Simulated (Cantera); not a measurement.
A perfectly stirred reactor is fed with 24.2 % H2, 15.9 % O2, 59.8 % N2, equivalence ratio 0.76, at 7.50 bar; it is adiabatic with a 650 K inlet, and is followed from long to short residence time, starting on the burning branch (τ in s: 0.49, 0.16, 0.049, 0.016, 0.005, 0.0016, 0.00051, 0.00016, 5.1e-05, 1.6e-05, 5.2e-06).

Computed with Cantera and the H2/O2 subset of GRI-Mech 3.0, which has no nitrogen chemistry. The hydrogen kinetics of GRI-Mech 3.0 are dated; newer H2 mechanisms differ, most at raised pressure.

Q: Predict: blow-out, bracketed by the residence times tried; x(H2) at τ = 0.490 s; x(O2) at τ = 0.490 s; x(H) at τ = 0.490 s; x(H2O2) at τ = 0.490 s; x(O) at τ = 0.490 s; x(H2) at τ = 1.60 ms; x(O2) at τ = 1.60 ms; x(H) at τ = 1.60 ms; x(H2O2) at τ = 1.60 ms; x(O) at τ = 1.60 ms.

A: 
```
Item                                                                              Result
------------------------------------------------  --------------------------------------
blow-out, bracketed by the residence times tried  burning at 5.20 µs, the shortest tried
x(H2) at τ = 0.490 s                                                             0.00162
x(O2) at τ = 0.490 s                                                              0.0423
x(H) at τ = 0.490 s                                                             0.000222
x(H2O2) at τ = 0.490 s                                                           8.32e-7
x(O) at τ = 0.490 s                                                             0.000614
x(H2) at τ = 1.60 ms                                                             0.00210
x(O2) at τ = 1.60 ms                                                              0.0423
x(H) at τ = 1.60 ms                                                             0.000308
x(H2O2) at τ = 1.60 ms                                                           8.60e-7
x(O) at τ = 1.60 ms                                                             0.000732
```
